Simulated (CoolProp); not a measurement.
Properties of cis-2-butene along the isobar 0.39 MPa.

Values from CoolProp's reference Helmholtz-energy equation of state, Lemmon 2005. It is a short technical equation, of lower accuracy than the large ones.

| T (°C) | phase | Joule-Thomson coefficient (K/MPa) | fugacity coefficient |
|---|---|---|---|
| 32.85 | liquid | (withheld) | (withheld) |
| 57.35 | gas | (withheld) | 0.9201 |
| 81.95 | gas | 18.55 | (withheld) |
| 106.45 | gas | (withheld) | 0.9499 |
| 130.95 | gas | (withheld) | (withheld) |
| 155.45 | gas | (withheld) | 0.9664 |
| 180.05 | gas | 8.065 | 0.9720 |
| 204.55 | gas | 6.866 | 0.9764 |

Q: Complete the blanks.

A: 
- 32.85, Joule-Thomson coefficient (K/MPa): -0.2733
- 32.85, fugacity coefficient: 0.6518
- 57.35, Joule-Thomson coefficient (K/MPa): 24.57
- 81.95, fugacity coefficient: 0.9375
- 106.45, Joule-Thomson coefficient (K/MPa): 14.53
- 130.95, Joule-Thomson coefficient (K/MPa): 11.70
- 130.95, fugacity coefficient: 0.9592
- 155.45, Joule-Thomson coefficient (K/MPa): 9.628
